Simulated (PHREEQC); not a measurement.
Model water analysis in mmol/kgw, 20 °C, pH 6.37, pe 8.2:

```csv
constituent,mmol/kgw
Na,102
K,0.948
Ca,5.65
Mg,2.32
Cl,110
S(6),5.02
Alkalinity (meq/kgw),0.000162
B,0.0365
Ni,0.872
Li,0.014
```

Valence states are taken as typed.

Equilibrium calculation in PHREEQC: ion-association model, wateq4f.dat.

This is a speciation only: nothing precipitates in the calculation.

Q: Order these Ni species by the share of Ni that they hold, largest first: Ni+2, NiSO4, NiCl2, NiCl+.

A: Ni+2 (84 %), NiCl+ (7.8 %), NiSO4 (6.7 %), NiCl2 (1.7 %)

The pH is 6.37 and the ionic strength 0.130 mol/kgw.
